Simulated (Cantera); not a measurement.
# Adiabatic ignition

An adiabatic, constant-volume homogeneous reactor starts with CH4 : C2H6 : O2 : N2 = 1 : 0.047 : 3.14 : 11.8 (molar parts), at 1675 K and 760 Torr.

Model: GRI-Mech 3.0 (53 species, 325 reactions), integrated in Cantera.

```tsv
t (s)	T (K)	P (bar)	x CH4	x C2H6	x O2	x NO2	x H2O2
2.00e-6	1674	1.01	0.0625	0.00289	0.196	<1e-12	6.41e-9
7.02e-6	1673	1.01	0.0625	0.00278	0.196	<1e-12	7.22e-8
2.47e-5	1672	1.01	0.0618	0.00240	0.196	<1e-12	6.56e-7
8.66e-5	2009	1.25	0.0246	0.000216	0.153	4.92e-10	1.04e-5
0.000304	2833	1.77	<1e-12	<1e-12	0.0621	1.98e-6	4.66e-7
0.00107	2822	1.76	<1e-12	<1e-12	0.0578	6.43e-6	4.45e-7
0.00375	2816	1.76	<1e-12	<1e-12	0.0559	8.33e-6	4.35e-7
0.0132	2816	1.76	<1e-12	<1e-12	0.0558	8.36e-6	4.35e-7
0.0462	2816	1.76	<1e-12	<1e-12	0.0558	8.36e-6	4.35e-7
0.162	2816	1.76	<1e-12	<1e-12	0.0558	8.36e-6	4.35e-7
0.570	2816	1.76	<1e-12	<1e-12	0.0558	8.36e-6	4.35e-7
2.00	2816	1.76	<1e-12	<1e-12	0.0558	8.36e-6	4.35e-7
```
x: mole fraction; the columns are a selection and need not sum to one.

The time of steepest temperature rise is 90.4 µs and the temperature at 2.00 s is 2816 K. The equilibrium temperature comes out as 2816 K, the x(CH4) at 2.00 s is <1e-12 (gas-phase equilibrium <1e-12) and the x(C2H6) at 2.00 s comes out as <1e-12 (gas-phase equilibrium <1e-12). The x(O2) at 2.00 s comes out as 0.0558 (gas-phase equilibrium 0.0558).
